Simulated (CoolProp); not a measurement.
Aqueous propylene glycol as a coolant, at 24 °C, 1 atm.

The numbers come from the Melinder's fits for secondary coolants in CoolProp.

| mass % | freezing point (°C) | conductivity (W/(m K)) | cp (kJ/(kg K)) | density (kg/m³) | Prandtl number |
|---|---|---|---|---|---|
| 3.4 | (withheld) | 0.586 | 4.145 | 1000 | 7.30 |
| 11.1 | -3.3 | (withheld) | 4.071 | 1006 | 9.98 |
| 18.9 | -6.6 | 0.502 | 3.996 | 1012 | 13.7 |
| 26.6 | -10.7 | 0.464 | (withheld) | 1019 | 19.1 |
| 34.3 | (withheld) | 0.428 | 3.808 | (withheld) | 26.8 |
| 42.1 | -22.6 | (withheld) | (withheld) | 1032 | 37.6 |
| 49.8 | -31.9 | 0.362 | (withheld) | 1036 | 52.0 |
| 57.6 | -45.0 | 0.332 | 3.404 | 1040 | 72.0 |

Q: What belongs in the gaps?

A: 
- 3.4, freezing point (°C): -0.8
- 11.1, conductivity (W/(m K)): 0.543
- 26.6, cp (kJ/(kg K)): 3.911
- 34.3, freezing point (°C): -15.8
- 34.3, density (kg/m³): 1025
- 42.1, conductivity (W/(m K)): 0.394
- 42.1, cp (kJ/(kg K)): 3.685
- 49.8, cp (kJ/(kg K)): 3.549
